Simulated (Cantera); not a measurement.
An isothermal plug-flow reactor at 650 K and 5.00 bar (inlet), inlet velocity 3.8 m/s, active area per volume 2000 1/m; feed H2 : O2 : N2 : H2O = 0.004 : 0.042 : 0.79 : 0.018 (molar parts).

Computed with Cantera and Deutschmann's 1995 Pt surface mechanism with GRI-Mech 3.0 gas chemistry. Catalytic surfaces can have several steady states; this one follows from the mechanism file's or the stated starting coverage. Mass transfer to the wall is taken as infinitely fast.

Task: Predict: x(H2) at z = 0.0062 m; x(O2) at z = 0.0062 m; x(H2O) at z = 0.0062 m; θ(free Pt) at the exit; θ(O*) at the exit; θ(OH*) at the exit.

Result: 
| Quantity | Result |
|---|---|
| x(H2) at z = 0.0062 m | 0.000256 |
| x(O2) at z = 0.0062 m | 0.0471 |
| x(H2O) at z = 0.0062 m | 0.0256 |
| θ(free Pt) at the exit | 0.00964 |
| θ(O*) at the exit | 0.981 |
| θ(OH*) at the exit | 0.00982 |
